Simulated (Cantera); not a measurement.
Input (Python, Cantera) and output of one run.

```python
import numpy as np
import cantera as ct

gas_names = [...]  # 151 gases of nasa_gas.yaml made of C, H, N, O, Si
cond_names = """
    C(gr) C6H6(L) C7H8(L) C8H18(L),n-octa H2O(s) H2O(L) Si(cr) Si(L) SiC(b) SiO2(Lqz) SiO2(hqz) SiO2(L)
    Si2N2O(s) Si3N4(a)
""".split()


# ... load() reads the species with a 1 bar reference pressure and builds the phases ...
atoms = {
    'Si3N4': {'Si': 3, 'N': 4},
    'CO2': {'C': 1, 'O': 2},
    'H2': {'H': 2},
}
top_T = {'C(gr)': 4500, 'SiC(b)': 3050, 'Si2N2O(s)': 2100, 'Si3N4(a)': 2400}  # K; cautious upper limits of use, not melting points


# ... equilibrate(T, P, feed) seeds the gas with the atoms and calls Mixture.equilibrate('TP', solver="vcs", rtol=1e-11, max_steps=5000) ...
results = []
feed = {'Si3N4': 1, 'CO2': 0.038, 'H2': 1.3}  # mol
T = 1723.15  # K
P = 26  # Pa
mix = equilibrate(T, P, feed)
results.append((T, P, feed, dict(zip(mix.species_names, mix.species_moles))))
print(gas.report(threshold=1e-06))
for i in range(1, mix.n_phases):
    print(f"{mix.phase(i).name:16s} {mix.phase_moles(i):12.5e} mol")
```

Output:

```
       temperature   1723.2 K
          pressure   26 Pa
           density   3.3251e-05 kg/m^3
  mean mol. weight   18.323 kg/kmol
   phase of matter   gas

                          1 kg             1 kmol
                     ---------------   ---------------
          enthalpy         2.521e+06        4.6192e+07  J
   internal energy        1.7391e+06        3.1865e+07  J
           entropy             16263        2.9799e+05  J/K
    Gibbs function       -2.5503e+07       -4.6728e+08  J
 heat capacity c_p            1880.8             34462  J/K
 heat capacity c_v            1427.1             26148  J/K

                      mass frac. Y      mole frac. X     chem. pot. / RT
                     ---------------   ---------------   ---------------
                CO          0.002028         0.0013266             -49.8
                 H         0.0003834         0.0069692           -14.121
               HCN        4.8185e-05        3.2668e-05           -38.289
               HNC        1.5267e-06         1.035e-06           -38.289
                H2          0.041666           0.37869           -28.242
                N2           0.89898           0.58799           -35.235
                Si         0.0058112         0.0037913           -5.0065
               SiH        8.5864e-05        5.4077e-05           -19.127
              SiH2        1.0575e-05        6.4371e-06           -33.248
               SiN        6.0461e-05        2.6319e-05           -22.624
               SiO          0.050571          0.021019           -48.256
               Si2        5.5076e-05        1.7966e-05           -10.013
              Si2C        9.7641e-05         2.624e-05           -16.564
              Si2N          0.000177        4.6215e-05            -27.63
               Si3        2.0533e-05        4.4654e-06           -15.019
     [ +136 minor]        5.7377e-08        3.2789e-08

C(gr)             0.00000e+00 mol
Si(L)             2.88138e+00 mol
SiC(b)            3.32840e-02 mol
SiO2(L)           0.00000e+00 mol
Si2N2O(s)         0.00000e+00 mol
Si3N4(a)          0.00000e+00 mol
```

Equilibrium computed with Cantera from the NASA thermochemical tables; the gas is ideal and each condensed phase is pure. Mutual solubility and eutectic melting of coexisting phases are not modelled. The tables' values for SiN are old estimates; treat these amounts as uncertain.
